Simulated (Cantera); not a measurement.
What does this Cantera script print?

```python
import numpy as np
import cantera as ct

gas_names = """
    NO2 N2O
""".split()
cond_names = """
    Pb(cr) Pb(L) PbO(rd) PbO(yw) PbO(L)
""".split()


# ... load() reads the species with a 1 bar reference pressure and builds the phases ...
species = {s.name: s for s in load("nasa_gas.yaml", gas_names) + load("nasa_condensed.yaml", cond_names)}
# Each term lists the table entries of one substance; the one whose range holds T is used.
reactions = {
    '2 NO2(g) + 3 Pb = 3 PbO + N2O(g)':
        [(-2, ['NO2']), (-3, ['Pb(cr)', 'Pb(L)']), (3, ['PbO(rd)', 'PbO(yw)', 'PbO(L)']), (1, ['N2O'])],
}


def pick(names, T):
    return next(species[n] for n in names if species[n].thermo.min_temp <= T <= species[n].thermo.max_temp)


results = []
for label, terms in reactions.items():
    print(label)
    print("     T/K   dH/kJ  dS/(J/K)   dG/kJ   log10 K")
    for T in [623, 723, 823, 923, 1023, 1123, 1223, 1323]:
        used = [(nu, pick(names, T)) for nu, names in terms]
        dH = sum(nu * s.thermo.h(T) for nu, s in used) / 1e6
        dS = sum(nu * s.thermo.s(T) for nu, s in used) / 1e3
        dG = dH - T * dS / 1e3
        logK = -dG * 1e6 / (ct.gas_constant * T * np.log(10))
        results.append((label, T, dH, dS, dG, logK, [s.name for _, s in used]))
        print(f"{T:8g} {dH:8.1f} {dS:8.1f} {dG:8.1f} {logK:8.2f}")
```

Output:

```
2 NO2(g) + 3 Pb = 3 PbO + N2O(g)
     T/K   dH/kJ  dS/(J/K)   dG/kJ   log10 K
     623   -649.7   -258.1   -488.9    40.99
     723   -646.5   -253.3   -463.3    33.47
     823   -643.1   -248.9   -438.3    27.81
     923   -640.1   -245.5   -413.5    23.40
    1023   -636.8   -242.0   -389.2    19.87
    1123   -633.0   -238.5   -365.1    16.98
    1223   -551.4   -168.2   -345.7    14.76
    1323   -545.8   -163.8   -329.1    12.99
```

Standard-state values (1 bar) from the NASA 1993 polynomials, evaluated with Cantera. Condensed species are held in their standard states even where they would react or evaporate.
